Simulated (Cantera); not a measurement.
A closed system holds: 1 mol Cu, 0.012 mol H2O, 5.5 mol N2, at 1727 °C and 630000 Pa.

Cantera equilibrium calculation (NASA polynomials, part measured and part estimated; ideal gas, pure solids and liquids). Candidate condensed phases: Cu, CuO, Cu(OH)2, Cu2O, H2O; 27 gas species. Kinetics and transport are ignored.

Base state: N2 0.997, H2O 0.00208, Cu 0.000683, H2 8.01e-5, NO 5.62e-5, OH 1.51e-5 (mole fractions); condensed: Cu(l).

Question: What changes in the equilibrium state with this change: Cu replaced by Pb?

Answer: 
| species | before | after |
|---|---|---|
| N2 | 0.997 | 0.855 |
| Pb | 0 | 0.142 |
| H2O | 0.00208 | 0.00104 |
| Cu | 0.000683 | 0 |
| PbO | 0 | 0.000821 |
| Pb2 | 0 | 0.000614 |
| NO | 5.62e-5 | 2.55e-6 |
| Cu(l), mol | 0.996 | 0 |
| Pb(l), mol | 0 | 0.0768 |
Gases not in the tables: (PbO)n polymers. Further candidate phases: Pb, PbO, PbO2, Pb3O4.
